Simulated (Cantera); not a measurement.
What does this Cantera script print?

```python
import numpy as np
import cantera as ct

gas = ct.Solution("h2o2.yaml")
gas.TPX = 498, 27000, {'H2': 1, 'O2': 0.263, 'N2': 0.95}
flame = ct.FreeFlame(gas, width=0.1)
flame.set_refine_criteria(ratio=3, slope=0.08, curve=0.16)
flame.transport_model = "mixture-averaged"
flame.solve(loglevel=0, auto=True)
z, T = flame.grid, flame.T
thick = (T[-1] - T[0]) / np.gradient(T, z).max()
show = ['H2', 'O2', 'O', 'OH', 'H', 'HO2']
print(f"laminar burning velocity  {flame.velocity[0] * 100:.3f} cm/s")
print(f"burnt temperature         {T[-1]:.1f} K")
print(f"thermal thickness         {thick * 1e3:.4f} mm")
print(f"grid points               {len(z)}")
z0 = z[flame.heat_release_rate.argmax()]
print(f"{'z/mm':>9s}{'T/K':>9s}{'u/(m/s)':>9s}" + "".join(f"{s:>11s}" for s in show))
rows = []
for k in (-3, -2, -1.5, -1, -0.5, -0.25, 0, 0.25, 0.5, 1, 2, 4, 8):
    zz = z0 + k * thick
    rows.append([k * thick, np.interp(zz, z, T), np.interp(zz, z, flame.velocity),
                 *(np.interp(zz, z, flame.X[gas.species_index(s)]) for s in show)])
    print(f"{rows[-1][0] * 1e3:9.3f}{rows[-1][1]:9.1f}{rows[-1][2]:9.3f}" + "".join(f"{x:11.3e}" for x in rows[-1][3:]))
```

Result:

```
laminar burning velocity  585.693 cm/s
burnt temperature         2254.8 K
thermal thickness         2.3020 mm
grid points               143
     z/mm      T/K  u/(m/s)         H2         O2          O         OH          H        HO2
   -6.906    498.0    5.857  4.519e-01  1.188e-01  5.507e-18  9.362e-20  1.108e-17  1.784e-14
   -4.604    498.0    5.857  4.519e-01  1.188e-01  3.902e-15  6.787e-17  4.088e-14  3.429e-12
   -3.453    498.0    5.857  4.519e-01  1.188e-01  5.404e-13  9.822e-15  1.402e-11  4.175e-10
   -2.302    498.0    5.857  4.519e-01  1.188e-01  3.528e-10  2.150e-11  2.305e-08  1.546e-07
   -1.151    510.9    5.995  4.499e-01  1.188e-01  7.927e-06  4.952e-05  2.269e-04  1.138e-04
   -0.575    699.4    8.067  4.220e-01  1.137e-01  2.006e-04  4.440e-04  9.720e-03  6.585e-05
    0.000   1111.1   12.449  2.966e-01  7.153e-02  3.981e-03  1.970e-03  6.938e-02  2.320e-05
    0.575   1382.3   15.355  1.892e-01  1.171e-02  4.015e-03  3.841e-03  1.151e-01  3.693e-06
    1.151   1486.4   16.412  1.780e-01  2.365e-03  2.594e-03  4.335e-03  1.136e-01  6.990e-07
    2.302   1597.4   17.501  1.856e-01  1.373e-03  2.278e-03  5.099e-03  9.961e-02  3.708e-07
    4.604   1719.0   18.663  1.957e-01  1.083e-03  1.908e-03  5.672e-03  8.272e-02  2.701e-07
    9.208   1848.5   19.868  2.061e-01  7.476e-04  1.389e-03  5.802e-03  6.466e-02  1.811e-07
   18.416   1969.4   20.962  2.155e-01  4.488e-04  8.704e-04  5.330e-03  4.774e-02  1.140e-07
```

Model: the H2/O2 subset of GRI-Mech 3.0, which has no nitrogen chemistry, integrated in Cantera. Burning velocities carry a grid error of a few per cent, more on coarse grids.
